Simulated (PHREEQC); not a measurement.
Model water analysis in mg/kgw, 40 °C, pH 6.47, pe -0.5: Na 0.0153; K 0.109; Ca 0.0689; Mg 0.00737; Cl 0.197; S(6) as SO4 0.0129; Alkalinity as HCO3 0.0854; Br 0.0108; F 8.46e-05.

Cl is adjusted to close the charge balance.
Valence states are taken as typed.

The numbers come from PHREEQC with the ion-association model, phreeqc.dat.

```
Property                  Value
--------------  ---------------
ionic strength  9.99e-6 mol/kgw
```

| species | molality | activity | log γ |
|---|---|---|---|
| Cl- | 5.69e-6 | 5.67e-6 | -0.002 |
| K+ | 2.79e-6 | 2.78e-6 | -0.002 |
| Ca+2 | 1.72e-6 | 1.69e-6 | -0.007 |
| HCO3- | 1.65e-6 | 1.65e-6 | -0.002 |
| CO2 | 1.11e-6 | 1.11e-6 | 0.000 |
| Na+ | 6.66e-7 | 6.63e-7 | -0.002 |
| H+ | 3.40e-7 | 3.39e-7 | -0.002 |
| Mg+2 | 3.03e-7 | 2.98e-7 | -0.007 |
| Br- | 1.35e-7 | 1.35e-7 | -0.002 |
| SO4-2 | 1.34e-7 | 1.32e-7 | -0.007 |
| OH- | 8.67e-8 | 8.64e-8 | -0.002 |
| F- | 4.45e-9 | 4.43e-9 | -0.002 |

No solid was allowed to form. Species that the database lacks are ignored. Away from 25 °C the constants follow the database's enthalpies or fits; those with neither stay at their 25 °C values.
